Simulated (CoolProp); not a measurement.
Octamethyltrisiloxane (MDM) along the isotherm 575 K: Z from the reference equation and from simpler models built on Tc = 565.4 K, pc = 1438 kPa, ω = 0.528; each cubic takes its own stable root.

Model: reference Helmholtz-energy equation of state, Thol 2017, in CoolProp.

| p (kPa) | phase | reference |
|---|---|---|
| 11.4 | gas | 0.9975 |
| 19.2 | gas | 0.9958 |
| 32.4 | gas | 0.9929 |
| 54.6 | gas | 0.9880 |
| 92.2 | gas | 0.9797 |
| 156 | gas | 0.9652 |
| 263 | gas | 0.9401 |
| 443 | gas | 0.8954 |
| 748 | gas | 0.8098 |
| 1260 | gas | 0.6163 |
| 2130 | supercritical | 0.2592 |
| 3590 | supercritical | 0.3737 |

How far does each simpler model (Redlich-Kwong, Soave-Redlich-Kwong, Peng-Robinson) lie from the reference over these 12 states: mean and median of the absolute difference, and the worst?


- Redlich-Kwong: mean 2.4 %, median 0.2 %, worst +16.1 % at 575 K and 2130 kPa
- Soave-Redlich-Kwong: mean 3.1 %, median 0.1 %, worst +20.3 % at 575 K and 2130 kPa
- Peng-Robinson: mean 1.5 %, median 0.6 %, worst +9.4 % at 575 K and 2130 kPa
